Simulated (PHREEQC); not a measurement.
A solution holds 0.067 mol HF and 0.034 mol CuSO4 per kg of water, at 25 °C. Closed to the air; pH follows from the charge balance.

The numbers come from PHREEQC with the ion-association model, wateq4f.dat.

```json
[
 {"quantity": "pH", "before": "2.30", "after": "2.23"},
 {"quantity": "ionic strength (mol/kgw)", "before": "0.0875", "after": "0.0172"},
 {"quantity": "HF (mol/kgw)", "before": "0.0447", "after": "0.0469"},
 {"quantity": "Cu+2 (mol/kgw)", "before": "0.0208", "after": "0.00277"},
 {"quantity": "SO4-2 (mol/kgw)", "before": "0.0177", "after": "0.00213"},
 {"quantity": "CuSO4 (mol/kgw)", "before": "0.0120", "after": "0.000442"},
 {"quantity": "SI of Chalcanthite (CuSO4:5H2O)", "before": "-1.59", "after": "-3.03"},
 {"quantity": "SI of CuF2:2H2O (CuF2:2H2O)", "before": "-1.95", "after": "-2.77"}
]
```

Task: Which change was made?
(A) CuSO4 from 0.034 to 0.34 mol/kgw
(B) HF from 0.067 to 0.335 mol/kgw
(C) CuSO4 from 0.034 to 0.0034 mol/kgw
(D) temperature from 25 to 55 °C

Result: C, CuSO4 from 0.034 to 0.0034 mol/kgw

Precipitation was switched off in this run. wateq4f.dat counts part of the HF as a dimer, H2F2, which phreeqc.dat doesn't know; its constant is uncertain.
